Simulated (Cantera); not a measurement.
Feed: 1 mol AlN, 0.24 mol HCl, 0.77 mol N₂, at 0.0650 bar.

Cantera equilibrium calculation (NASA polynomials, part measured and part estimated; ideal gas, pure solids and liquids). Candidate condensed phases: Al, AlCl₃, AlN, NH₄Cl; 20 gas species. The tables' values for AlCl₂ are old estimates; treat these amounts as uncertain. Equilibrium is a limit: real reactors are often held back by kinetics, nucleation or transport.

log p: log10 of the partial pressure in bar; n: condensed amount in mol.

```csv
T (°C),log p N₂,log p H₂,log p AlCl₃,log p HCl,log p AlCl₂,log p AlCl,log p H,n AlN(s)
1052,-1.29,-2.21,-2.39,-2.52,-4.58,___,-6.89,0.936
1077,-1.29,-2.21,-2.39,-2.52,-4.42,___,-6.73,0.935
1102,-1.29,-2.21,-2.39,-2.52,-4.28,___,-6.57,0.935
1127,-1.29,-2.21,-2.39,-2.52,-4.14,___,-6.42,0.935
1152,-1.29,-2.21,-2.39,-2.53,-4.00,___,-6.27,0.935
1177,-1.29,-2.20,-2.39,-2.53,-3.87,___,-6.13,0.934
1202,-1.29,-2.20,-2.40,-2.54,-3.75,___,-5.99,0.934
```

**Question.** Complete the blanks.

**Answer.** 
- 1052, log p AlCl: -5.55
- 1077, log p AlCl: -5.30
- 1102, log p AlCl: -5.06
- 1127, log p AlCl: -4.82
- 1152, log p AlCl: -4.60
- 1177, log p AlCl: -4.38
- 1202, log p AlCl: -4.17
